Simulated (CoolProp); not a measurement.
Saturated liquid density (kg/m³) of carbonyl sulfide: the reference equation beside estimates from Tc = 378.8 K, pc = 6369 kPa, ω = 0.098.

The numbers come from the reference Helmholtz-energy equation of state, Lemmon 2006 in CoolProp. It is a short technical equation, of lower accuracy than the large ones.

```tsv
T (K)	reference	van der Waals	Redlich-Kwong	Peng-Robinson
292.6	1006	646.2	…	…
296.7	994.5	638.5	907.0	1042
300.7	…	630.7	893.0	1027
304.8	970.5	622.6	878.3	1011
308.8	958.1	614.4	863.5	…
312.9	945.0	605.7	847.9	976.4
317	931.5	596.7	831.8	958.1
321	917.8	587.7	815.4	939.4
325.1	…	578.1	…	919.5
```

Complete the blanks.


- 292.6, Redlich-Kwong: 920.9
- 292.6, Peng-Robinson: 1058
- 300.7, reference: 982.8
- 308.8, Peng-Robinson: 994.0
- 325.1, reference: 903.2
- 325.1, Redlich-Kwong: 798.1

Absolute difference from the reference over all 9 rows, mean and median: van der Waals 35.9 and 35.9 %, Redlich-Kwong 9.9 and 9.9 %, Peng-Robinson 3.6 and 3.7 %.
